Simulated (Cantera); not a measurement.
# Silicon etching in halogen gases: Si + F₂ + N₂ + HCl

Feed: 1 mol Si, 0.85 mol F₂, 11 mol N₂, 1.7 mol HCl, at 0.133 bar.

Equilibrium computed with Cantera from the NASA thermochemical tables; the gas is ideal and each condensed phase is pure. Candidate condensed phases: NH₄Cl, Si, Si₃N₄; 49 gas species. N₂ is the only nitrogen source here; it is nearly inert below about 1500 K, so the nitride shown seldom forms there in practice. The tables' values for SiF₃, SiCl₃, SiF₂ are old estimates; treat these amounts as uncertain. Kinetics and transport are ignored.

```json
[
 {"T (K)": "1223", "log p N₂": "-0.95", "log p HCl": "-1.93", "log p SiF₄": "-2.35", "log p H₂": "-2.53", "log p SiCl₂": "-5.13", "log p SiCl₄": "-2.84", "log p SiF₃": "-4.84", "n Si₃N₄(s)": "0.144"},
 {"T (K)": "1273", "log p N₂": "-0.95", "log p HCl": "-1.92", "log p SiF₄": "-2.36", "log p H₂": "-2.54", "log p SiCl₂": "-4.67", "log p SiCl₄": "-2.86", "log p SiF₃": "-4.53", "n Si₃N₄(s)": "0.144"},
 {"T (K)": "1323", "log p N₂": "-0.95", "log p HCl": "-1.92", "log p SiF₄": "-2.36", "log p H₂": "-2.55", "log p SiCl₂": "-4.25", "log p SiCl₄": "-2.88", "log p SiF₃": "-4.25", "n Si₃N₄(s)": "0.144"},
 {"T (K)": "1373", "log p N₂": "-0.95", "log p HCl": "-1.92", "log p SiF₄": "-2.36", "log p H₂": "-2.55", "log p SiCl₂": "-3.87", "log p SiCl₄": "-2.92", "log p SiF₃": "-3.99", "n Si₃N₄(s)": "0.142"},
 {"T (K)": "1423", "log p N₂": "-0.95", "log p HCl": "-1.92", "log p SiF₄": "-2.37", "log p H₂": "-2.55", "log p SiCl₂": "-3.52", "log p SiCl₄": "-2.97", "log p SiF₃": "-3.75", "n Si₃N₄(s)": "0.138"},
 {"T (K)": "1473", "log p N₂": "-0.95", "log p HCl": "-1.93", "log p SiF₄": "-2.38", "log p H₂": "-2.54", "log p SiCl₂": "-3.22", "log p SiCl₄": "-3.06", "log p SiF₃": "-3.53", "n Si₃N₄(s)": "0.130"},
 {"T (K)": "1523", "log p N₂": "-0.95", "log p HCl": "-1.94", "log p SiF₄": "-2.40", "log p H₂": "-2.52", "log p SiCl₂": "-2.97", "log p SiCl₄": "-3.19", "log p SiF₃": "-3.33", "n Si₃N₄(s)": "0.117"},
 {"T (K)": "1573", "log p N₂": "-0.95", "log p HCl": "-1.97", "log p SiF₄": "-2.43", "log p H₂": "-2.49", "log p SiCl₂": "-2.76", "log p SiCl₄": "-3.38", "log p SiF₃": "-3.15", "n Si₃N₄(s)": "0.0998"},
 {"T (K)": "1623", "log p N₂": "-0.95", "log p HCl": "-2.00", "log p SiF₄": "-2.47", "log p H₂": "-2.45", "log p SiCl₂": "-2.61", "log p SiCl₄": "-3.63", "log p SiF₃": "-2.99", "n Si₃N₄(s)": "0.0783"},
 {"T (K)": "1673", "log p N₂": "-0.95", "log p HCl": "-2.04", "log p SiF₄": "-2.52", "log p H₂": "-2.40", "log p SiCl₂": "-2.49", "log p SiCl₄": "-3.92", "log p SiF₃": "-2.85", "n Si₃N₄(s)": "0.0540"}
]
```
log p: log10 of the partial pressure in bar; n: condensed amount in mol.

From 1223 K to 1673 K the condensed part is Si₃N₄(s). The main Si-bearing gas is SiF₄ at 1223 K and SiCl₂ at 1673 K. The share of Si in condensed phases is highest at 1273 K (43.3 %) and lowest at 1673 K (16.2 %).
